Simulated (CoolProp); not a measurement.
A single-stage vapour-compression cycle with the fluid: evaporating at 247.15 K (dew point), condensing at 295.15 K (bubble point), superheat 10 K, subcooling 2 K, compressor efficiency 0.85, no pressure losses. The same conditions are run with several fluids, on thermodynamics alone (safety and materials aside).

Model: reference Helmholtz-energy equation of state of each fluid (R152A: Outcalt 1996; carbon dioxide: Span 1996; R11: Jacobsen 1992; R410A: Lemmon 2003; nitrous oxide: Lemmon 2006; chlorine: Thol 2021), in CoolProp. Blends and air are pseudo-pure fits.

| fluid | cooling COP | pressure ratio | discharge temperature (K) | refrigerating effect (kJ/kg) | volumetric capacity (kJ/m³) |
|---|---|---|---|---|---|
| R152A | 3.66 | 5.88 | 335.4 | 263 | 782 |
| carbon dioxide | 2.66 | 3.68 | 362.4 | 194 | 7670 |
| R11 | 3.82 | 8.32 | 334.5 | 165 | 122 |
| R410A | 3.42 | 4.83 | 338.5 | 189 | 2200 |
| nitrous oxide | 2.83 | 3.53 | 356.3 | 198 | 7140 |
| chlorine | 3.57 | 5.03 | 402.4 | 243 | 1180 |
